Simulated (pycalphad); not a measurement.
CALPHAD calculation (pycalphad, COST 507 light-alloy database (1999)), 1 atm. The database dates from 1999; later assessments differ in places, in temperatures and in the compounds included. Phase fractions are per mole of atoms.

Q: Give the equilibrium state of Mg-16.08Al-6.34Si (at.%) at 1025 K.

A: LIQUID, fraction 0.950, with 16.9 Al, 4.9 Si at.%; MG2SI, fraction 0.050, with no Al, 33.3 Si at.%.

Q: Give the equilibrium state of Mg-16.08Al-6.34Si (at.%) at 400 K.

A: HCP_A3, fraction 0.435, with 1.3 Al, <0.01 Si at.%; ALMG_GAMMA, fraction 0.375, with 41.4 Al, no Si at.%; MG2SI, fraction 0.190, with no Al, 33.3 Si at.%.

Database names, with the compositions (at.%) that they take in these runs: MG2SI: Mg 67 Si 33; ALMG_GAMMA: Mg 59 Al 40. HCP_A3 is hcp. An entry "none" or "no" means that the model of the phase leaves that element out.
